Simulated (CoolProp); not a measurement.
Neopentane along the isotherm 77.85 °C: fugacity coefficient from the reference equation and from simpler models built on Tc = 160.6 °C, pc = 3196 kPa, ω = 0.196; each cubic takes its own stable root.

The numbers come from the reference Helmholtz-energy equation of state, Lemmon 2006 in CoolProp. It is a short technical equation, of lower accuracy than the large ones.

```json
[
 {"p (kPa)": "571", "phase": "gas", "reference": "0.8821"},
 {"p (kPa)": "1140", "phase": "liquid", "reference": "0.5377"},
 {"p (kPa)": "1710", "phase": "liquid", "reference": "0.3683"},
 {"p (kPa)": "2280", "phase": "liquid", "reference": "0.2837"},
 {"p (kPa)": "2850", "phase": "liquid", "reference": "0.2332"},
 {"p (kPa)": "3420", "phase": "liquid", "reference": "0.1996"},
 {"p (kPa)": "4000", "phase": "liquid", "reference": "0.1753"},
 {"p (kPa)": "4570", "phase": "liquid", "reference": "0.1576"},
 {"p (kPa)": "5140", "phase": "liquid", "reference": "0.1438"},
 {"p (kPa)": "5710", "phase": "liquid", "reference": "0.1329"},
 {"p (kPa)": "6280", "phase": "liquid", "reference": "0.1241"},
 {"p (kPa)": "6850", "phase": "liquid", "reference": "0.1168"},
 {"p (kPa)": "7420", "phase": "liquid", "reference": "0.1107"},
 {"p (kPa)": "7990", "phase": "liquid", "reference": "0.1055"}
]
```

Question: How far does each simpler model (van der Waals, Redlich-Kwong, Soave-Redlich-Kwong) lie from the reference over these 14 states: mean and median of the absolute difference, and the worst?

Answer: 
- van der Waals: mean 75.6 %, median 81.1 %, worst +97.1 % at 77.85 °C and 7990 kPa
- Redlich-Kwong: mean 18.8 %, median 20.2 %, worst +21.9 % at 77.85 °C and 7990 kPa
- Soave-Redlich-Kwong: mean 2.2 %, median 2.3 %, worst +3.4 % at 77.85 °C and 7990 kPa

At some of these states van der Waals gives the other phase, because its saturation line lies elsewhere.
